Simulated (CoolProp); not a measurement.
Aqueous ethanol as a coolant, 45 % by mass, freezing at -33.8 °C, 1 atm.

The numbers come from the Melinder's fits for secondary coolants in CoolProp.

```csv
T (°C),viscosity (mPa s),density (kg/m³),Prandtl number,cp (kJ/(kg K))
-2.7,7.94,941.9,89.6,3.734
1.2,6.51,939.0,73.9,3.773
5.1,5.39,936.1,61.6,3.809
9,4.52,933.1,51.9,3.844
12.9,3.83,930.2,44.1,3.876
16.8,3.27,927.2,37.8,3.906
20.6,2.83,924.2,32.8,3.933
24.5,2.45,921.2,28.5,3.958
28.4,2.14,918.2,25.0,3.981
32.3,1.88,915.1,21.9,4.001
36.2,1.66,912.0,19.4,4.019
```
